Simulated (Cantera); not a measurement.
Charge: 1 mol B₂O₃, 2.5 mol H₂, 0.28 mol N₂, held at 0.0270 bar.

Cantera equilibrium calculation (NASA polynomials, part measured and part estimated; ideal gas, pure solids and liquids). Candidate condensed phases: B, BN, B₂O₃, B₃O₃H₃, H₂O; 39 gas species. Mutual solubility and eutectic melting of coexisting phases are not modelled. Equilibrium is a limit: real reactors are often held back by kinetics, nucleation or transport.

At 1250 °C, list the 5 most abundant gas species with their mole fractions, and the condensed phases.

H₂ 0.889, N₂ 0.0995, HBO₂ 0.00557, HBO 0.00326, B₂O₃ 0.00128. Condensed: BN(s) + B₂O₃(l).
